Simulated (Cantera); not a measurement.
Feed: 1 mol Si3N4, 0.13 mol N2, held at 2425 K and 0.0133 bar.

These are equilibrium values from Cantera (NASA tables, ideal gas, pure condensed phases), not measurements of a reactor. Candidate condensed phases: Si, Si3N4; 7 gas species. The tables' values for SiN are old estimates; treat these amounts as uncertain. The numbers say what is thermodynamically allowed, not how fast it happens.

Base state: N2 0.790, Si 0.200, Si2 0.00475, SiN 0.00232, Si2N 0.00216, Si3 0.000845 (mole fractions); condensed: Si(l).

What changes in the equilibrium state with this change: temperature from 2425 K to 2525 K?


```json
[
 {"species": "N2", "before": "0.790", "after": "0.551"},
 {"species": "Si", "before": "0.200", "after": "0.429"},
 {"species": "Si2", "before": "0.00475", "after": "0.0119"},
 {"species": "Si3", "before": "0.000845", "after": "0.00203"},
 {"species": "SiN", "before": "0.00232", "after": "0.00356"},
 {"species": "Si(l), mol", "before": "2.41", "after": "1.20"}
]
```
